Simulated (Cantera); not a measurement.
Feed: 1 mol Fe, 0.86 mol H2O, 2.8 mol CO, 0.19 mol O2, equilibrated at 1600 K.

Equilibrium computed with Cantera from the NASA thermochemical tables; the gas is ideal and each condensed phase is pure. Candidate condensed phases: C, C6H6, C7H8, C8H18, Fe, Fe(CO)5, FeO, Fe(OH)2, Fe(OH)3, Fe2O3, Fe3O4, H2O; 114 gas species. Mutual solubility and eutectic melting of coexisting phases are not modelled. The tables' stoichiometric FeO is somewhat more stable than real wüstite, so its field is too wide. FeO: taken at fixed stoichiometry. The numbers say what is thermodynamically allowed, not how fast it happens.

x: gas mole fraction; n: condensed amount in mol.

| P (Pa) | x CO | x H2 | x CO2 | x H2O | x Fe | x H | n Fe(γ) | n FeO(s) |
|---|---|---|---|---|---|---|---|---|
| 10 | 0.656 | 0.158 | 0.0999 | 0.0726 | 0.0110 | [?] | 0.359 | 0.601 |
| 82 | 0.663 | 0.161 | 0.101 | 0.0736 | 0.00134 | [?] | 0.395 | 0.600 |
| 670 | 0.664 | 0.161 | 0.101 | 0.0737 | 0.000164 | [?] | 0.400 | 0.600 |
| 5500 | 0.664 | 0.161 | 0.101 | 0.0738 | 1.99e-5 | [?] | 0.400 | 0.600 |
| 45000 | 0.664 | 0.161 | 0.101 | 0.0738 | 2.44e-6 | [?] | 0.400 | 0.600 |
| 370000 | 0.664 | 0.161 | 0.101 | 0.0738 | 2.96e-7 | [?] | 0.400 | 0.600 |
| 3000000 | 0.664 | 0.161 | 0.101 | 0.0738 | 3.65e-8 | [?] | 0.400 | 0.600 |

**Question.** Complete the blanks.

**Answer.** 
- 10, x H: 0.00216
- 82, x H: 0.000761
- 670, x H: 0.000267
- 5500, x H: 9.31e-5
- 45000, x H: 3.25e-5
- 370000, x H: 1.13e-5
- 3000000, x H: 3.98e-6
